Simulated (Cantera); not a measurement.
Feed: 1 mol CCl4, 1.3 mol CH4, 14 mol H2, 0.34 mol Si, equilibrated at 120 Pa.

These are equilibrium values from Cantera (NASA tables, ideal gas, pure condensed phases), not measurements of a reactor. Candidate condensed phases: C, C6H6, C7H8, C8H18, Si, SiC; 109 gas species. Rates play no part.

Problem. Which condensed phases are stable at each of these points (T (K)): 1600, 1750, 1900, 2050, 2200, 2350, 2500, 2650, 2800?

Solution. 
```tsv
T (K)	condensed phases	Si condensed (%)
1600	C(graphite) + SiC(s)	88.7
1750	C(graphite) + SiC(s)	80.8
1900	C(graphite) + SiC(s)	68.4
2050	C(graphite) + SiC(s)	30.3
2200	C(graphite)	0.0
2350	C(graphite)	0.0
2500	C(graphite)	0.0
2650	C(graphite)	0.0
2800	gas only	0.0
```

From 1600 K to 2050 K the condensed part is C(graphite) + SiC(s). From 2200 K to 2650 K the condensed part is C(graphite). At 2800 K nothing is condensed.
